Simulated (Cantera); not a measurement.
A closed system holds: 1 mol CH3SiCl3, 0.031 mol C2H4, 88 mol H2, equilibrated at 44.0 mbar.

These are equilibrium values from Cantera (NASA tables, ideal gas, pure condensed phases), not measurements of a reactor. Candidate condensed phases: C, C6H6, C7H8, C8H18, Si, SiC; 109 gas species. The feed counts by its element totals alone. The tables' values for SiCl are old estimates; treat these amounts as uncertain. Gases not in the tables: Si2H6 and higher silanes. Rates play no part. All values below are at 2423 K.

Base state: H2 0.876, H 0.0791, HCl 0.0288, Si 0.00753, C2H2 (acetylene) 0.00428, Cl 0.00185, SiC2 0.000981, Si2C 0.000444 (mole fractions); condensed: gas only.

Question: What changes in the equilibrium state with this change: CH3SiCl3 replaced by SiHCl3?

Answer: 
```tsv
species	before	after
H2	0.876	0.879
H	0.0791	0.0793
HCl	0.0288	0.0290
C2H2 (acetylene)	0.00428	0.000201
Si	0.00753	0.00898
C2H	2.35e-5	1.10e-6
SiC2	0.000981	5.47e-5
Si2C	0.000444	0.000136
```
